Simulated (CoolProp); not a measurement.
Vapour pressure (kPa) of ethanol: the reference equation beside estimates from Tc = 241.6 °C, pc = 6268 kPa, ω = 0.644.

The numbers come from the reference Helmholtz-energy equation of state, Schroeder 2014 in CoolProp.

```csv
T (°C),reference,Lee-Kesler,van der Waals,Soave-Redlich-Kwong,Peng-Robinson
110.65,319.2,320.4,1721,322.3,326.2
115.25,369.2,370.2,1824,372.8,376.3
119.85,425.4,425.8,1930,429.3,432.3
124.35,486.7,486.4,2037,490.9,493.4
128.95,556.4,555.1,2151,560.9,562.6
133.55,633.9,631.2,2269,638.5,639.3
138.05,717.7,713.2,2388,722.4,722.1
142.65,812.0,805.4,2513,816.7,815.3
147.25,915.8,906.6,2643,920.4,917.6
151.75,1027,1015,2774,1032,1027
156.35,1151,1135,2912,1156,1149
160.95,1287,1267,3054,1291,1283
165.45,1430,1407,3197,1435,1425
170.05,1590,1562,3348,1594,1582
174.65,1762,1729,3503,1767,1752
```

Absolute difference from the reference over all 15 rows, mean and median: Lee-Kesler 0.9 and 0.8 %, van der Waals 231.6 and 209.5 %, Soave-Redlich-Kwong 0.6 and 0.6 %, Peng-Robinson 0.8 and 0.6 %.
